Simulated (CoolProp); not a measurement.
n-dodecane along the isotherm 346.85 °C: fugacity coefficient from the reference equation and from simpler models built on Tc = 385.0 °C, pc = 1818 kPa, ω = 0.574; each cubic takes its own stable root.

Values from CoolProp's reference Helmholtz-energy equation of state, Lemmon 2004. It is a short technical equation, of lower accuracy than the large ones.

```
p (kPa)   phase  reference  van der Waals  Redlich-Kwong  Peng-Robinson
-------  ------  ---------  -------------  -------------  -------------
1140     liquid     0.6793         0.7845         0.7519         0.7033
2270     liquid     0.3714         0.5107         0.4519         0.3890
3410     liquid     0.2685         0.3908         0.3351         0.2836
4540     liquid     0.2183         0.3344         0.2785         0.2323
5680     liquid     0.1888         0.3034         0.2455         0.2020
6820     liquid     0.1698         0.2857         0.2247         0.1826
7950     liquid     0.1571         0.2760         0.2112         0.1696
9090     liquid     0.1481         0.2716         0.2021         0.1605
```

At some of these states van der Waals, Redlich-Kwong gives the other phase, because its saturation line lies elsewhere.
